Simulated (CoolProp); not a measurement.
A single-stage vapour-compression cycle with the fluid: evaporating at 289.15 K (dew point), condensing at 329.15 K (bubble point), superheat 10 K, subcooling 0 K, compressor efficiency 0.75, no pressure losses. The same conditions are run with several fluids, on thermodynamics alone (safety and materials aside).

Computed with CoolProp (reference Helmholtz-energy equation of state of each fluid (C3F8 (R218): Lemmon 2006; R142b: Lemmon 2006; R410A: Lemmon 2003; R124: de Vries 1995; R404A: Lemmon 2003; R11: Jacobsen 1992)). Blends and air are pseudo-pure fits.

Problem. Rank C3F8 (R218), R142b, R410A, R124, R404A, R11 by cooling COP, highest first.

Solution. R11 (4.78), R142b (4.52), R124 (4.35), R410A (3.63), R404A (3.49), C3F8 (R218) (2.99)

```tsv
fluid	pressure ratio	discharge temperature (K)	refrigerating effect (kJ/kg)	volumetric capacity (kJ/m³)
C3F8 (R218)	2.75	332.8	40.7	2490
R142b	3.13	348.5	163	1790
R410A	2.73	362.3	139	6450
R124	3.15	342.6	113	1930
R404A	2.72	348.3	95.2	4420
R11	3.67	356.8	154	669
```
